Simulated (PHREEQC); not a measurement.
PHREEQC input (ion-association model, wateq4f.dat):

```
SOLUTION_MASTER_SPECIES
  An  An-  0  An  62.0  # stands for a non-complexing anion
SOLUTION_SPECIES
  An- = An-
    -log_k 0
    -gamma 3.0 0
PHASES
  Fix_H+
    H+ = H+
    -log_k 0
SOLUTION 1
  temp 25
  units mmol/kgw
  pH 7 charge
  Cl 7.2e-05
  Ni 3.6e-05
  Na 300
  An 300
END
SELECTED_OUTPUT 1
  -reset false
  -pH true
  -pe true
  -ionic_strength true
  -water true
  -totals Cl Na Ni
  -molalities Hfo_wOH Hfo_wOH2+ Hfo_wO- Hfo_sOH Hfo_sOH2+ Hfo_sO- Hfo_sONi+ Hfo_wONi+
  -saturation_indices Ni(OH)2 Halite
USER_PUNCH 1
  -headings sigma psi
  10 PUNCH EDL("sigma", "Hfo"), EDL("psi", "Hfo")
PRINT
  -reset false
USE solution 1
SURFACE 1
  Hfo_wOH 2.69663e-05 600 0.012
  Hfo_sOH 6.74157e-07
EQUILIBRIUM_PHASES 1
  Fix_H+ -3 HAn 10
    -force_equality true
  O2(g) -0.68 10
END
# ... the last block is repeated for the other 16 points of pH, with NaOH or the acid as the point needs
```

Selected output (columns that matter, 10 of 17 rows; pH added in front):

```
pH	mu	Na	Ni	m_Hfo_wOH	m_Hfo_wOH2+	m_Hfo_wO-	m_Hfo_sOH	m_Hfo_sOH2+	m_Hfo_sO-	m_Hfo_sONi+	si_Ni(OH)2	si_Halite	sigma	psi
3	0.30129	0.3	3.6e-08	1.821e-07	2.6784e-05	2.8364e-11	4.5526e-09	6.696e-07	7.0909e-13	8.3859e-16	-12.791	-9.5547	0.36793	0.12556
4	0.30014	0.3	3.6e-08	1.5617e-06	2.5402e-05	2.1995e-09	3.9043e-08	6.3506e-07	5.4987e-11	7.9567e-14	-10.791	-9.5544	0.34892	0.12297
5	0.30002	0.3	3.5994e-08	7.2613e-06	1.9644e-05	6.1491e-08	1.8153e-07	4.9108e-07	1.5372e-09	6.1519e-12	-8.7911	-9.5544	0.269	0.1099
5.5	0.30001	0.3	3.5949e-08	1.1276e-05	1.5502e-05	1.8789e-07	2.8188e-07	3.8753e-07	4.697e-09	4.8487e-11	-7.7916	-9.5544	0.21037	0.097711
6.5	0.3	0.3	3.3399e-08	1.7609e-05	8.5238e-06	8.3336e-07	4.3861e-07	2.1232e-07	2.0758e-08	2.4676e-09	-5.8236	-9.5544	0.10567	0.065373
7.5	0.3	0.3	7.2035e-09	2.0337e-05	4.5406e-06	2.0868e-06	4.879e-07	1.0893e-07	5.0063e-08	2.7263e-08	-4.4905	-9.5544	0.034061	0.026099
8.5	0.30001	0.30001	1.7286e-10	2.0548e-05	2.4199e-06	3.9969e-06	4.8789e-07	5.746e-08	9.4904e-08	3.3901e-08	-4.1181	-9.5544	-0.021156	-0.016625
9	0.30002	0.30002	2.6724e-11	1.987e-05	1.6661e-06	5.4284e-06	4.717e-07	3.9553e-08	1.2887e-07	3.4039e-08	-3.9541	-9.5544	-0.051137	-0.037476
10	0.30015	0.30016	3.2017e-12	1.6181e-05	5.8827e-07	1.0196e-05	3.841e-07	1.3965e-08	2.4203e-07	3.4061e-08	-3.5017	-9.5542	-0.13133	-0.075163
11	0.30148	0.30149	2.6022e-11	8.986e-06	1.0349e-07	1.7875e-05	2.1332e-07	2.4568e-09	4.2434e-07	3.404e-08	-2.7473	-9.5526	-0.24334	-0.10478
```

Species that the database lacks are ignored. The oxide is taken as insoluble; below pH 4 it would dissolve.
